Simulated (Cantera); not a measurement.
Equilibrium for carbothermic reduction: MgO + CH4 + H2 + CO

Feed: 1 mol MgO, 4.2 mol CH4, 1.2 mol H2, 0.97 mol CO, equilibrated at 14.0 Pa.

Cantera equilibrium calculation (NASA polynomials, part measured and part estimated; ideal gas, pure solids and liquids). Candidate condensed phases: C, C6H6, C7H8, C8H18, H2O, Mg, MgCO3, MgO, Mg(OH)2; 116 gas species. The tables' values for MgH are old estimates; treat these amounts as uncertain. Rates play no part.

```
T (K)   x H2       x H    x CO      x Mg      x C3  x C2H2 (acetylene)       x C     x C2H  n C(graphite)  n MgO(s)
-----  -----  --------  ------  --------  --------  ------------------  --------  --------  -------------  --------
1173   0.908   9.49e-6  0.0920  0.000291    <1e-12             5.56e-8    <1e-12    <1e-12           4.20     0.997
1273   0.846   5.54e-5   0.120    0.0343    <1e-12             3.14e-7    <1e-12    <1e-12           3.81     0.610
1373   0.764  0.000246   0.157    0.0795    <1e-12             1.32e-6    <1e-12    <1e-12           3.20         0
1473   0.763  0.000934   0.157    0.0795    <1e-12             4.96e-6    <1e-12  9.65e-12           3.20         0
1573   0.761   0.00300   0.156    0.0794    <1e-12             1.57e-5  1.78e-12  1.79e-10           3.20         0
1673   0.756   0.00837   0.156    0.0792  1.25e-11             4.31e-5  4.74e-11   2.34e-9           3.20         0
1773   0.745    0.0208   0.155    0.0787  3.54e-10            0.000104  8.70e-10   2.27e-8           3.20         0
1873   0.723    0.0464   0.153    0.0777   6.97e-9            0.000225   1.17e-8   1.71e-7           3.19         0
1973   0.680    0.0941   0.149    0.0758   1.01e-7            0.000436   1.21e-7   1.03e-6           3.19         0
2073   0.610     0.174   0.143    0.0726   1.12e-6            0.000747   9.91e-7   5.06e-6           3.18         0
2173   0.507     0.290   0.134    0.0680   9.92e-6             0.00112   6.71e-6   2.06e-5           3.17         0
2273   0.377     0.436   0.123    0.0622   7.21e-5             0.00142   3.83e-5   6.93e-5           3.15         0
2373   0.246     0.585   0.111    0.0562  0.000441             0.00151  0.000189  0.000194           3.11         0
2473   0.139     0.703   0.101    0.0513   0.00232             0.00134  0.000817  0.000460           2.97         0
```
x: gas mole fraction; n: condensed amount in mol.

From 1173 K to 1273 K the condensed part is C(graphite) + MgO(s). From 1373 K to 2473 K the condensed part is C(graphite). The main Mg-bearing gas is Mg throughout.
